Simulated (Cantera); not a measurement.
Charge: 1 mol CO, 0.12 mol CO₂, at 2700 K and 0.110 bar.

Cantera equilibrium calculation (NASA polynomials, part measured and part estimated; ideal gas, pure solids and liquids). Rates play no part.

```tsv
species	before	after
CO	0.894	0.893
CO₂	0.101	0.107
O	0.00363	4.44e-6
O₂	0.00111	1.12e-6
```
Gas species are given as mole fractions.

Task: Which change was made?
(A) CO₂ from 0.12 to 0.093 mol
(B) CO₂ from 0.12 to 4.8 mol
(C) CO₂ from 0.12 to 1.9 mol
(D) temperature from 2700 K to 2100 K

Result: D, temperature from 2700 K to 2100 K
